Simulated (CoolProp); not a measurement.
Vapour-liquid equilibrium of R134a (1) + R141b (2) at 69.85 °C; x and y are mole fractions of (1).

Computed with CoolProp (multi-fluid Helmholtz-energy mixture model, Tillner-Roth 1994 and Lemmon 2006; pair parameters Bell 2016).

### Question
Give the bubble pressure and the first vapour's composition at x = 0.425, 0.5, 0.8. Is there an azeotrope?

### Answer
x = 0.425: 1175 kPa, y = 0.785; x = 0.5: 1296 kPa, y = 0.818; x = 0.8: 1758 kPa, y = 0.922. No azeotrope shows between x = 0.05 and 0.95.

Pair parameters are fitted to limited data, so mixtures are less certain than the pure fluids.
